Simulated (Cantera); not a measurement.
Charge: 1 mol Fe3O4, 0.024 mol HCl, at 652 °C and 0.0550 bar.

Equilibrium computed with Cantera from the NASA thermochemical tables; the gas is ideal and each condensed phase is pure. Candidate condensed phases: Fe, FeCl2, FeCl3, FeO, Fe(OH)2, Fe(OH)3, Fe2O3, Fe3O4, H2O; 22 gas species. Rates play no part.

Base state: HCl 0.932, H2O 0.0374, FeCl2 0.0196, FeCl3 0.0105, Fe2Cl4 0.000975, Fe2Cl6 4.48e-5 (mole fractions); condensed: Fe2O3(s) + Fe3O4(s).

Q: What changes in the equilibrium state with this change: temperature from 652 °C to 800 °C?

A: 
```
species          before     after
-------------  --------  --------
HCl               0.932     0.884
H2O              0.0374    0.0613
FeCl2            0.0196    0.0427
FeCl3            0.0105    0.0118
Cl              1.36e-6   4.74e-5
Cl2             7.59e-6  0.000107
Fe2Cl6          4.48e-5   4.95e-6
Fe2Cl4         0.000975  0.000356
Fe2O3(s), mol  0.000388  0.000886
Fe3O4(s), mol     0.999     0.999
```
Mutual solubility and eutectic melting of coexisting phases are not modelled.

Q: What changes in the equilibrium state with this change: temperature from 652 °C to 1225 °C?

A: 
| species | before | after |
|---|---|---|
| HCl | 0.932 | 0.673 |
| H2O | 0.0374 | 0.153 |
| FeCl2 | 0.0196 | 0.135 |
| O2 | <1e-9 | 0.0172 |
| Cl | 1.36e-6 | 0.0132 |
| FeCl3 | 0.0105 | 0.00578 |
| OH | <1e-9 | 0.000105 |
| Fe2Cl6 | 4.48e-5 | 1.81e-8 |
| Fe2O3(s), mol | 0.000388 | 0 |
| Fe3O4(s), mol | 0.999 | 0.999 |

Q: What changes in the equilibrium state with this change: temperature from 652 °C to 575 °C?

A: 
```
species          before     after
-------------  --------  --------
HCl               0.932     0.949
H2O              0.0374    0.0351
FeCl2            0.0196   0.00860
FeCl3            0.0105   0.00600
Fe2Cl6          4.48e-5   7.49e-5
Fe2Cl4         0.000975   0.00102
Fe2O3(s), mol  0.000388  0.000536
Fe3O4(s), mol     0.999     0.999
FeCl2(s), mol         0  0.000358
```
Condensed phases not in the tables: FeOCl.
